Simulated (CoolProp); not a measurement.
Properties of R245ca along the isotherm 176.85 °C (Tc = 174.4 °C, pc = 3.941 MPa, ω = 0.355).

Model: reference Helmholtz-energy equation of state, Zhou 2016, in CoolProp.

```
p (MPa)          phase  density (kg/m³)  cp (kJ/(kg K))  speed of sound (m/s)  expansivity (1/kK)  fugacity coefficient
-------  -------------  ---------------  --------------  --------------------  ------------------  --------------------
1.25               gas            50.73           1.242                 154.0               3.429                0.8930
2.5                gas            121.3           1.431                 131.5               6.425                0.7894
3.75               gas            267.8           2.778                 96.96               28.25                0.6830
5        supercritical            808.1           2.421                 153.4               14.94                0.5561
6.25     supercritical            878.0           1.976                 202.8               8.229                0.4690
7.5      supercritical            918.6           1.826                 237.6               6.111                0.4108
8.75     supercritical            947.9           1.746                 265.5               5.019                0.3694
10       supercritical            971.3           1.694                 289.3               4.336                0.3387
```
